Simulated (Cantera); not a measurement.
A closed system holds: 1 mol HI, 1.5 mol H2O, 0.16 mol O2, at 2000 K and 0.230 bar.

Equilibrium computed with Cantera from the NASA thermochemical tables; the gas is ideal and each condensed phase is pure. Candidate condensed phases: H2O, I2; 12 gas species. Rates play no part.

Base state: H2O 0.612, I 0.315, H2 0.0506, HI 0.0204, OH 0.000921, H 0.000763, I2 0.000661, O2 5.29e-5 (mole fractions); condensed: gas only.

What changes in the equilibrium state with this change: pressure from 0.230 bar to 1 atm?


```json
[
 {"species": "H2O", "before": "0.612", "after": "0.619"},
 {"species": "I", "before": "0.315", "after": "0.298"},
 {"species": "H2", "before": "0.0506", "after": "0.0427"},
 {"species": "HI", "before": "0.0204", "after": "0.0373"},
 {"species": "I2", "before": "0.000661", "after": "0.00260"},
 {"species": "O", "before": "1.02e-5", "after": "2.76e-6"}
]
```

What changes in the equilibrium state with this change: temperature from 2000 K to 1748.15 K?


| species | before | after |
|---|---|---|
| H2O | 0.612 | 0.619 |
| I | 0.315 | 0.298 |
| H2 | 0.0506 | 0.0426 |
| HI | 0.0204 | 0.0373 |
| O | 1.02e-5 | 1.52e-7 |
| O2 | 5.29e-5 | 9.85e-7 |
| OH | 0.000921 | 8.35e-5 |
| H | 0.000763 | 9.85e-5 |
| I2 | 0.000661 | 0.00230 |

What changes in the equilibrium state with this change: temperature from 2000 K to 748 K?


```csv
species,before,after
H2O,0.612,0.727
HI,0.0204,0.138
I2,0.000661,0.130
I,0.315,0.00187
H2,0.0506,0.00297
OH,0.000921,<1e-9
H,0.000763,<1e-9
O2,5.29e-5,<1e-9
O,1.02e-5,<1e-9
```
